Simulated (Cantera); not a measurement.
An adiabatic, constant-volume homogeneous reactor starts with 6.49 % CH4, 0.578 % CO, 18.7 % O2, 70.1 % N2, 4.15 % H2O, equivalence ratio 0.71, at 1473 K and 1.00 bar.

Detailed kinetics in Cantera: GRI-Mech 3.0 (53 species, 325 reactions).

x: mole fraction; the columns are a selection and need not sum to one.

```csv
t (s),T (K),P (bar),x CH4,x CO,x O2,x H2O,x H
1.00e-6,1473,1.00,0.0649,0.00578,0.187,0.0415,(withheld)
2.64e-6,1473,1.000,0.0649,0.00578,0.187,0.0415,5.98e-9
6.97e-6,1473,1.000,0.0649,0.00578,0.187,0.0415,6.42e-9
1.84e-5,1473,1.000,0.0649,0.00578,0.187,0.0415,(withheld)
4.86e-5,1473,1.000,0.0649,0.00578,0.187,0.0415,(withheld)
0.000128,1473,1.000,0.0649,0.00578,0.187,0.0415,(withheld)
0.000339,1473,1.00,0.0647,0.00578,0.187,0.0416,(withheld)
0.000894,1482,1.01,0.0629,0.00599,0.186,0.0429,(withheld)
0.00236,2724,1.89,<1e-12,0.0176,0.0546,0.148,0.00394
0.00624,2714,1.88,<1e-12,0.0175,0.0512,0.149,0.00379
0.0165,2713,1.88,<1e-12,0.0175,0.0510,0.149,0.00378
0.0435,2713,1.88,<1e-12,0.0175,0.0510,0.149,0.00378
0.115,2713,1.88,<1e-12,0.0175,0.0510,0.149,0.00378
0.303,2713,1.88,<1e-12,0.0175,0.0510,0.149,0.00378
0.800,2713,1.88,<1e-12,0.0175,0.0510,0.149,0.00378
```

Problem. Complete the blanks.

Solution. 
- 1.00e-6, x H: 5.17e-9
- 1.84e-5, x H: 7.58e-9
- 4.86e-5, x H: 1.12e-8
- 0.000128, x H: 2.59e-8
- 0.000339, x H: 1.12e-7
- 0.000894, x H: 1.10e-6
